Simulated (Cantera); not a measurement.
Input: 1 mol Si2Cl6, 5.5 mol N2, held at 577 °C and 19.0 Pa.

Method: chemical equilibrium by Gibbs-energy minimisation in Cantera with the NASA 1993 tables (ideal gas, pure condensed phases). Candidate condensed phases: Si, Si3N4; 13 gas species. The feed counts by its element totals alone. N2 is the only nitrogen source here; it is nearly inert below about 1500 K, so the nitride shown seldom forms there in practice. The tables' values for SiCl3 are old estimates; treat these amounts as uncertain. Equilibrium is a limit: real reactors are often held back by kinetics, nucleation or transport.

Base state: N2 0.775, SiCl4 0.225, SiCl3 3.19e-5 (mole fractions); condensed: Si3N4(s).

Problem. What changes in the equilibrium state with this change: temperature from 577 °C to 1825 °C?

Solution. 
```tsv
species	before	after
N2	0.775	0.548
Cl	2.27e-9	0.253
SiCl2	3.21e-7	0.167
SiCl4	0.225	2.05e-6
Si	<1e-9	0.0226
SiCl	<1e-9	0.00908
SiN	<1e-9	4.81e-5
Si3N4(s), mol	0.167	0
```
The tables' values for SiCl, SiCl3, SiN are old estimates; treat these amounts as uncertain.
